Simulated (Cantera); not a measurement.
Input: 1 mol FeS₂, a varied amount of H₂, 0.11 mol H₂O, held at 773 K and 75.0 Torr.

Cantera equilibrium calculation (NASA polynomials, part measured and part estimated; ideal gas, pure solids and liquids). Candidate condensed phases: Fe, FeO, Fe(OH)₂, Fe(OH)₃, FeS, FeSO₄, FeS₂, Fe₂O₃, Fe₂(SO₄)₃, Fe₃O₄, H₂O, H₂SO₄, S; 22 gas species. FeS: taken at fixed stoichiometry. Gases not in the tables: S₃ to S₇. The numbers say what is thermodynamically allowed, not how fast it happens.

log p: log10 of the partial pressure in bar; n: condensed amount in mol.

```
n(H₂) (mol)  log p H₂  log p H₂S  log p H₂O  log p S₂  log p SH  log p SO₂  n FeS(s)  n FeS₂(s)
-----------  --------  ---------  ---------  --------  --------  ---------  --------  ---------
0.62            -2.28      -1.10      -1.82     -4.65       ___      -8.49     0.582      0.418
1.3             -1.67      -1.15      -2.11     -5.96       ___     -10.92      1.00          0
2.9             -1.20      -1.48      -2.44     -7.57       ___       <-13      1.00          0
6.2             -1.08      -1.80      -2.76     -8.44       ___       <-13      1.00          0
13              -1.04      -2.12      -3.08     -9.17       ___       <-13      1.00          0
29              -1.02      -2.46      -3.42     -9.90       ___       <-13      1.00          0
63              -1.01      -2.80      -3.76    -10.59       ___       <-13      1.00          0
130             -1.00      -3.11      -4.07    -11.23       ___       <-13      1.00          0
290             -1.00      -3.46      -4.42    -11.93       ___       <-13      1.00          0
630             -1.00      -3.80      -4.76    -12.61       ___       <-13      1.00          0
```

Question: Some entries are withheld; supply them.

Answer: 
- 0.62, log p SH: -7.70
- 1.3, log p SH: -8.05
- 2.9, log p SH: -8.62
- 6.2, log p SH: -9.00
- 13, log p SH: -9.34
- 29, log p SH: -9.69
- 63, log p SH: -10.03
- 130, log p SH: -10.35
- 290, log p SH: -10.70
- 630, log p SH: -11.04
